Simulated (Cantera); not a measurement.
A freely propagating, adiabatic, planar premixed flame of H₂ : O₂ : N₂ = 1 : 0.505 : 1.9 (molar parts), unburnt at 375 K and 5.00 bar; multicomponent transport, grid criteria slope 0.08 and curve 0.16, no radiation.

Cantera simulation using the H2/O2 subset of GRI-Mech 3.0, which has no nitrogen chemistry; the numbers are that mechanism's predictions, not measurements. The hydrogen kinetics of GRI-Mech 3.0 are dated; newer H2 mechanisms differ, most at raised pressure. Burning velocities carry a grid error of a few per cent, more on coarse grids.

x: mole fraction of selected species; z is measured from the peak of heat release.

```csv
z (mm),T (K),u (m/s),x H₂,x O₂,x H,x H₂O₂,x OH,x O
-0.153,375,2.75,0.294,0.148,<1e-8,<1e-8,<1e-8,<1e-8
-0.102,375,2.75,0.294,0.148,<1e-8,<1e-8,<1e-8,<1e-8
-0.0763,375,2.75,0.293,0.148,<1e-8,[?],<1e-8,<1e-8
-0.0509,377,2.76,0.290,0.149,<1e-8,[?],<1e-8,[?]
-0.0254,445,3.15,0.263,0.153,1.79e-6,4.20e-5,1.45e-5,4.09e-6
-0.0127,794,5.39,0.209,0.144,0.00125,0.000156,0.000926,0.000204
0,1286,8.48,0.137,0.108,0.0100,5.15e-5,0.00269,0.00211
0.0127,1624,10.6,0.0781,0.0649,0.0196,6.39e-6,0.00686,0.00502
0.0254,1816,11.8,0.0491,0.0392,0.0218,3.56e-6,0.0110,0.00624
0.0509,2005,13.0,0.0340,0.0240,0.0171,2.08e-6,0.0143,0.00571
0.102,2167,13.9,0.0274,0.0182,0.0100,1.31e-6,0.0141,0.00375
0.204,2290,14.6,0.0208,0.0141,0.00524,9.05e-7,0.0121,0.00213
0.407,2372,15.0,0.0149,0.0112,0.00261,6.55e-7,0.00975,0.00117
```

### Question
Fill in the missing entries.

### Answer

- -0.0763, x H₂O₂: 1.46e-8
- -0.0509, x H₂O₂: 3.05e-7
- -0.0509, x O: 5.42e-8
